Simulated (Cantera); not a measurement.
Charge: 1 mol SiO2, 0.76 mol CH4, 8.8 mol H2, equilibrated at 1998.15 K and 0.0130 bar.

These are equilibrium values from Cantera (NASA tables, ideal gas, pure condensed phases), not measurements of a reactor. Candidate condensed phases: C, C6H6, C7H8, C8H18, H2O, Si, SiC, SiO2; 123 gas species. Equilibrium is a limit: real reactors are often held back by kinetics, nucleation or transport.

Base state: H2 0.823, SiO 0.0822, CO 0.0622, H2O 0.0194, H 0.0128, CO2 0.000320, OH 2.99e-5 (mole fractions); condensed: gas only.

Q: What changes in the equilibrium state with this change: temperature from 1998.15 K to 2223 K?

A: 
```tsv
species	before	after
H2	0.823	0.789
SiO	0.0822	0.0807
CO	0.0622	0.0611
H	0.0128	0.0499
H2O	0.0194	0.0189
OH	2.99e-5	0.000173
CO2	0.000320	0.000273
```
